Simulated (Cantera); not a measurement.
# Si + HCl + H2 (chlorosilane synthesis and conversion)

Input: 1 mol Si, 3.5 mol HCl, 9.1 mol H2, at 898.15 K and 0.620 bar.

These are equilibrium values from Cantera (NASA tables, ideal gas, pure condensed phases), not measurements of a reactor. Candidate condensed phases: Si; 19 gas species. The tables' values for SiCl3 are old estimates; treat these amounts as uncertain. Rates play no part.

```json
{
  "x(H2)": "0.913",
  "x(SiCl4)": "0.0502",
  "x(SiHCl3)": "0.0306",
  "x(HCl)": "0.00418",
  "x(SiH2Cl2)": "0.00176",
  "x(SiCl3)": "0.000164",
  "x(SiCl2)": "2.59e-5",
  "x(SiH3Cl)": "2.47e-5",
  "n(Si(s))": "0.0372 mol",
  "gas_amount": "11.64 mol"
}
```
